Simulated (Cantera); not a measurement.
Input (Python, Cantera):

```python
import numpy as np
import cantera as ct

gas = ct.Solution("gri30.yaml")


def delay(T, t_max=10):
    gas.TPX = T, 610000, {'CH4': 1, 'CO': 1.1, 'O2': 4.11, 'N2': 15.5, 'H2O': 4.5, 'C2H6': 0.029}
    reactor = ct.IdealGasConstPressureReactor(gas, clone=False)
    net = ct.ReactorNet([reactor])
    net.rtol, net.atol = 1e-8, 1e-16
    while net.time < t_max:
        t_old, T_old = net.time, reactor.T
        net.step()
        if reactor.T > T + 400:  # ignition: a rise of 400 K
            return t_old + (T + 400 - T_old) / (reactor.T - T_old) * (net.time - t_old)
    return np.nan


taus = []
for T in [1100, 1175, 1250, 1325, 1400, 1475, 1550, 1625, 1700, 1775]:
    taus.append(delay(T))
    print(f"T0 = {T:6g} K   tau = {taus[-1]:.4e} s")
```

It prints:

```
T0 =   1100 K   tau = 2.6534e-02 s
T0 =   1175 K   tau = 8.1472e-03 s
T0 =   1250 K   tau = 2.8569e-03 s
T0 =   1325 K   tau = 1.1224e-03 s
T0 =   1400 K   tau = 4.8145e-04 s
T0 =   1475 K   tau = 2.2093e-04 s
T0 =   1550 K   tau = 1.0761e-04 s
T0 =   1625 K   tau = 5.5747e-05 s
T0 =   1700 K   tau = 3.0898e-05 s
T0 =   1775 K   tau = 1.8406e-05 s
```

Cantera simulation using GRI-Mech 3.0 (53 species, 325 reactions); the numbers are that mechanism's predictions, not measurements.
